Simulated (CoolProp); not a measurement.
Vapour pressure (MPa) of R245ca: the reference equation beside estimates from Tc = 174.4 °C, pc = 3.941 MPa, ω = 0.355. Clausius-Clapeyron is anchored at 68.05 °C with a constant enthalpy of vaporisation of 23.87 kJ/mol.

Model: reference Helmholtz-energy equation of state, Zhou 2016, in CoolProp.

```tsv
T (°C)	reference	Clausius-Clapeyron	Redlich-Kwong	Soave-Redlich-Kwong
9.05	0.05182	0.07124	0.1334	0.05170
20.85	[?]	0.1072	0.1967	0.08493
32.65	0.1336	0.1562	0.2799	0.1334
44.45	0.2014	0.2214	0.3862	0.2014
56.25	0.2931	0.3061	[?]	0.2939
68.05	0.4138	0.4138	0.6807	0.4163
79.85	[?]	0.5482	0.8752	[?]
91.65	0.7646	0.7132	[?]	0.7741
103.45	1.007	0.9127	1.373	[?]
115.25	[?]	1.151	1.682	1.326
```

Question: Some entries are withheld; supply them.

Answer: 
- 20.85, reference: 0.08519
- 56.25, Redlich-Kwong: 0.5188
- 79.85, reference: 0.5690
- 79.85, Soave-Redlich-Kwong: 0.5743
- 91.65, Redlich-Kwong: 1.105
- 103.45, Soave-Redlich-Kwong: 1.022
- 115.25, reference: 1.303

Absolute difference from the reference over all 10 rows, mean and median: Clausius-Clapeyron 12.6 and 9.6 %, Redlich-Kwong 79.5 and 70.8 %, Soave-Redlich-Kwong 0.7 and 0.5 %.
